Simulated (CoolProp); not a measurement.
Properties of water at several states.

Computed with CoolProp (reference Helmholtz-energy equation of state, Wagner 2002).

| T (°C) | p (MPa) | phase | speed of sound (m/s) | isothermal compressibility (1/MPa) | expansivity (1/kK) | viscosity (µPa s) |
|---|---|---|---|---|---|---|
| 246.95 | 1.28 | gas | 544.7 | 0.8237 | 2.349 | [?] |
| 351.85 | 6.27 | gas | 569.6 | [?] | [?] | 22.2 |
| 365.85 | 16.9 | gas | 472.8 | 0.1288 | [?] | [?] |

Some entries are withheld; supply them.


- 246.95, viscosity (µPa s): 17.9
- 351.85, isothermal compressibility (1/MPa): 0.1852
- 351.85, expansivity (1/kK): 2.640
- 365.85, expansivity (1/kK): 10.16
- 365.85, viscosity (µPa s): 24.1

Viscosity comes from a separate model (Huber 2009).
